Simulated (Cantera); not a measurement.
Cantera run:

```python
import numpy as np
import cantera as ct

gas_names = """
    N2O ZrO2 NO2
""".split()
cond_names = """
    ZrN(s) ZrN(L)
""".split()


# ... load() reads the species with a 1 bar reference pressure and builds the phases ...
species = {s.name: s for s in load("nasa_gas.yaml", gas_names) + load("nasa_condensed.yaml", cond_names)}
# Each term lists the table entries of one substance; the one whose range holds T is used.
reactions = {
    '4 N2O(g) + 3 ZrO2(g) = 5 NO2(g) + 3 ZrN':
        [(-4, ['N2O']), (-3, ['ZrO2']), (5, ['NO2']), (3, ['ZrN(s)', 'ZrN(L)'])],
}


def pick(names, T):
    return next(species[n] for n in names if species[n].thermo.min_temp <= T <= species[n].thermo.max_temp)


results = []
for label, terms in reactions.items():
    print(label)
    print("     T/K   dH/kJ  dS/(J/K)   dG/kJ   log10 K")
    for T in [1373, 1398, 1423, 1448, 1473, 1498]:
        used = [(nu, pick(names, T)) for nu, names in terms]
        dH = sum(nu * s.thermo.h(T) for nu, s in used) / 1e6
        dS = sum(nu * s.thermo.s(T) for nu, s in used) / 1e3
        dG = dH - T * dS / 1e3
        logK = -dG * 1e6 / (ct.gas_constant * T * np.log(10))
        results.append((label, T, dH, dS, dG, logK, [s.name for _, s in used]))
        print(f"{T:8g} {dH:8.1f} {dS:8.1f} {dG:8.1f} {logK:8.2f}")
```

It prints:

```
4 N2O(g) + 3 ZrO2(g) = 5 NO2(g) + 3 ZrN
     T/K   dH/kJ  dS/(J/K)   dG/kJ   log10 K
    1373   -361.5   -344.5    111.6    -4.24
    1398   -360.5   -343.8    120.2    -4.49
    1423   -359.4   -343.1    128.8    -4.73
    1448   -358.4   -342.4    137.3    -4.95
    1473   -357.3   -341.6    145.9    -5.17
    1498   -356.3   -340.9    154.4    -5.38
```

Cantera with NASA thermochemical tables; ideal gases at 1 bar, condensed phases pure. ZrN: taken at fixed stoichiometry. Condensed species are held in their standard states even where they would react or evaporate.
